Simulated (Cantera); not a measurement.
**Transport properties of process gases**

Gas mixture: 60.2 % NO, 39.8 % CO2, at 0.563 Torr, frozen composition.

Cantera's kinetic-theory transport with the Lennard-Jones parameters of GRI-Mech 3.0, ideal gas; thermal conductivity in the multicomponent form. The composition is frozen, though it would react at the higher temperatures.

```csv
T (K),ρ (kg/m³),cp (J/kg/K),μ (µPa s),λ (mW/m/K),Pr,D (cm²/s) O,D (cm²/s) H2O,D (cm²/s) NH3
400,0.000802,968.7,21.6,29.4,0.710,650,461,448
550,0.000584,1037,27.6,40.0,0.716,1130,848,817
700,0.000458,1097,32.9,50.2,0.719,1700,1330,1270
850,0.000378,1145,37.7,60.0,0.720,2350,1890,1800
1000,0.000321,1183,42.2,69.2,0.721,3090,2520,2390
1150,0.000279,1210,46.4,77.8,0.721,3900,3220,3050
1300,0.000247,1233,50.3,86.0,0.721,4780,3990,3770
1450,0.000221,1252,54.1,93.9,0.721,5730,4810,4540
```
D: mixture-averaged diffusion coefficient of that species in the mixture.
